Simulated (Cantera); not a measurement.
A Cantera script and its output.

```python
import numpy as np
import cantera as ct

gas = ct.Solution("gri30.yaml")


def delay(T, t_max=10):
    gas.TPX = T, 500000, {'CH4': 1, 'CO': 0.055, 'O2': 1.56, 'N2': 5.86}
    reactor = ct.IdealGasConstPressureReactor(gas, clone=False)
    net = ct.ReactorNet([reactor])
    net.rtol, net.atol = 1e-8, 1e-16
    while net.time < t_max:
        t_old, T_old = net.time, reactor.T
        net.step()
        if reactor.T > T + 400:  # ignition: a rise of 400 K
            return t_old + (T + 400 - T_old) / (reactor.T - T_old) * (net.time - t_old)
    return np.nan


taus = []
for T in [1150, 1200, 1250, 1300, 1350, 1400]:
    taus.append(delay(T))
    print(f"T0 = {T:6g} K   tau = {taus[-1]:.4e} s")
```

Result:

```
T0 =   1150 K   tau = 2.4502e-02 s
T0 =   1200 K   tau = 1.2412e-02 s
T0 =   1250 K   tau = 6.5046e-03 s
T0 =   1300 K   tau = 3.5141e-03 s
T0 =   1350 K   tau = 1.9511e-03 s
T0 =   1400 K   tau = 1.1105e-03 s
```

Detailed kinetics in Cantera: GRI-Mech 3.0 (53 species, 325 reactions).
